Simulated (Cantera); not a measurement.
An isothermal, constant-pressure homogeneous reactor starts with 0.287 % CH₂O, 4.11 % O₂, 95.6 % N₂, at 1075 K and 96000 Pa.

Model: GRI-Mech 3.0 (53 species, 325 reactions), integrated in Cantera.

One state of this run: x CH₂O = <1e-12; x O₂ = 0.0383; x C₂H₂ = <1e-12; x CO₂ = 0.00281; x H₂O = 0.00287; x C₂H₄ = <1e-12. x: mole fraction; the columns are a selection and need not sum to one.

Problem. Which value of t (s) does it belong to?
(A) 0.664
(B) 0.00427
(C) 0.000567
(D) 0.0117

Solution. A, 0.664
